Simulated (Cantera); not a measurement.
Mixture: CO : H2 : O2 : N2 : H2O = 1 : 0.094 : 1.12 : 5.47 : 0.011 (molar parts), equivalence ratio 0.49, at 0.610 bar, adiabatic and at constant volume. Ignition delay is the time to a rise of 400 K.

Cantera simulation using GRI-Mech 3.0 (53 species, 325 reactions); the numbers are that mechanism's predictions, not measurements. Where the delays flatten at high temperature, the 400 K rule measures the pace of heat release, not the induction time.

Question: Predict: delay at 1100 K; delay at 1200 K; delay at 1300 K; delay at 1400 K; delay at 1500 K; delay at 1600 K.

Answer: delay at 1100 K: 0.541 ms
delay at 1200 K: 0.368 ms
delay at 1300 K: 0.299 ms
delay at 1400 K: 0.272 ms
delay at 1500 K: 0.271 ms
delay at 1600 K: 0.289 ms
